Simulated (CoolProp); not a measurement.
Saturation properties of n-perfluorohexane.

Values from CoolProp's reference Helmholtz-energy equation of state, Gao 2022.

```csv
T (°C),p (kPa),liquid density (kg/m³),enthalpy of vaporisation (kJ/kg),liquid cp (kJ/(kg K)),vapour Z
-55.95,0.1423,1902,113.2,___,0.9997
-30.15,1.272,1831,106.8,0.9605,0.9979
-4.25,6.821,1759,100.4,1.001,0.9920
21.55,25.23,1686,94.00,1.041,0.9779
47.45,72.12,1609,87.18,1.082,0.9514
73.25,169.6,1525,___,1.125,0.9087
99.15,347.5,1429,71.04,1.175,0.8449
125.05,641.2,1312,60.35,1.246,0.7527
150.85,1095,___,45.39,1.409,0.6127
```

**Question.** Fill in the missing entries.

**Answer.** 
- -55.95, liquid cp (kJ/(kg K)): 0.9209
- 73.25, enthalpy of vaporisation (kJ/kg): 79.70
- 150.85, liquid density (kg/m³): 1146

It boils at 57.1 °C under 1 atm.
